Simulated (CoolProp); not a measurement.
Vapour-liquid equilibrium of R22 (1) + ethanol (2) at 340.5 K; x and y are mole fractions of (1).

Computed with CoolProp (multi-fluid Helmholtz-energy mixture model, Kamei 1995 and Schroeder 2014; pair parameters Bell 2016).

| x | bubble pressure, mixture model (bar) | bubble pressure, Raoult's law (bar) | y, mixture model | y, Raoult's law |
|---|---|---|---|---|
| 0.05 | 2.536 | 2.030 | 0.747 | 0.699 |
| 0.15 | 6.488 | 4.804 | 0.903 | 0.886 |
| 0.25 | 10.28 | 7.577 | 0.940 | 0.936 |
| 0.35 | 13.59 | 10.35 | 0.955 | 0.960 |
| 0.45 | 16.26 | 13.12 | 0.963 | 0.973 |
| 0.55 | 18.35 | 15.90 | 0.969 | 0.982 |
| 0.65 | 20.07 | 18.67 | 0.973 | 0.988 |
| 0.75 | 21.75 | 21.44 | 0.977 | 0.992 |
| 0.85 | 23.75 | 24.22 | 0.983 | 0.996 |
| 0.95 | 26.50 | 26.99 | 0.992 | 0.999 |

The largest gap from Raoult's law is +35.7 % in bubble pressure, at x = 0.25. No azeotrope shows between x = 0.05 and 0.95.

Pair parameters are fitted to limited data, so mixtures are less certain than the pure fluids. The gap from Raoult's law changes sign with composition, which may be real or a fault of the pair parameters; it wasn't checked against measurements.
